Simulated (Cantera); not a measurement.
Mixture: CH₄ : O₂ : N₂ = 1 : 2.44 : 16.8 (molar parts), equivalence ratio 0.82, at 0.800 bar, adiabatic and at constant pressure. Ignition delay is the time to a rise of 400 K.

Model: GRI-Mech 3.0 (53 species, 325 reactions), integrated in Cantera.

Problem. Predict: delay at 1000 K; delay at 1075 K; delay at 1150 K; delay at 1225 K; delay at 1300 K; delay at 1375 K; delay at 1450 K; apparent activation energy between 1300 and 1450 K.

Solution. 
```
Item                                                    Result
--------------------------------------------------  ----------
delay at 1000 K                                         2.23 s
delay at 1075 K                                        0.619 s
delay at 1150 K                                        0.188 s
delay at 1225 K                                        62.6 ms
delay at 1300 K                                        22.5 ms
delay at 1375 K                                        8.68 ms
delay at 1450 K                                        3.63 ms
apparent activation energy between 1300 and 1450 K  190 kJ/mol
```
